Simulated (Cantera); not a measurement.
## Ignition delay

Mixture: 5.56 % CH4, 19.9 % O2, 74.6 % N2, at 170000 Pa, adiabatic and at constant volume. Ignition delay is the time to a rise of 400 K.

Computed with Cantera and GRI-Mech 3.0 (53 species, 325 reactions).

| T0 (K) | delay (ms) |
|---|---|
| 1273 | 7.70 |
| 1348 | 3.05 |
| 1423 | 1.31 |
| 1498 | 0.617 |
| 1573 | 0.316 |
| 1648 | 0.175 |
| 1723 | 0.103 |
| 1798 | 0.0645 |
| 1873 | 0.0422 |
| 1948 | 0.0286 |

```yaml
apparent activation energy between 1798 and 1948 K: 160 kJ/mol
```
